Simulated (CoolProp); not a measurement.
Vapour-liquid equilibrium of ethanol (1) + dimethyl carbonate (2) at 0.0115 MPa; x and y are mole fractions of (1).

Values from CoolProp's multi-fluid Helmholtz-energy mixture model, Schroeder 2014 and Zhou 2011; pair parameters Bell 2016.

```json
[
 {"x": "0.05", "bubble temperature, mixture model (°C)": "31.4", "bubble temperature, Raoult's law (°C)": "34.1", "y, mixture model": "0.168", "y, Raoult's law": "0.057"},
 {"x": "0.2", "bubble temperature, mixture model (°C)": "27.4", "bubble temperature, Raoult's law (°C)": "33.7", "y, mixture model": "___", "y, Raoult's law": "0.223"},
 {"x": "0.35", "bubble temperature, mixture model (°C)": "26.2", "bubble temperature, Raoult's law (°C)": "33.3", "y, mixture model": "0.486", "y, Raoult's law": "0.381"},
 {"x": "0.5", "bubble temperature, mixture model (°C)": "25.8", "bubble temperature, Raoult's law (°C)": "32.9", "y, mixture model": "0.533", "y, Raoult's law": "0.533"},
 {"x": "0.65", "bubble temperature, mixture model (°C)": "___", "bubble temperature, Raoult's law (°C)": "32.5", "y, mixture model": "___", "y, Raoult's law": "0.679"},
 {"x": "0.8", "bubble temperature, mixture model (°C)": "26.6", "bubble temperature, Raoult's law (°C)": "32.1", "y, mixture model": "0.644", "y, Raoult's law": "0.820"},
 {"x": "0.95", "bubble temperature, mixture model (°C)": "___", "bubble temperature, Raoult's law (°C)": "31.8", "y, mixture model": "0.843", "y, Raoult's law": "0.956"}
]
```

### Question
Complete the blanks.

### Answer

- 0.2, y, mixture model: 0.397
- 0.65, bubble temperature, mixture model (°C): 25.9
- 0.65, y, mixture model: 0.574
- 0.95, bubble temperature, mixture model (°C): 29.5

The largest gap from Raoult's law is -7.1 K in bubble temperature, at x = 0.35. y crosses x between x = 0.5 and 0.65: the model has an azeotrope there.

Pair parameters are fitted to limited data, so mixtures are less certain than the pure fluids.
